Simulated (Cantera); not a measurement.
Input: 1 mol PbO, 0.39 mol C, 2.3 mol H2, equilibrated at 1.00 Torr.

These are equilibrium values from Cantera (NASA tables, ideal gas, pure condensed phases), not measurements of a reactor. Candidate condensed phases: C, C6H6, C7H8, C8H18, H2O, Pb, PbO, PbO2, Pb3O4; 113 gas species. Equilibrium is a limit: real reactors are often held back by kinetics, nucleation or transport.

At 1500 K, list the 4 most abundant gas species with their mole fractions, and the condensed phases.

H2 0.470, Pb 0.271, H2O 0.153, CO 0.0938. Condensed: gas only.
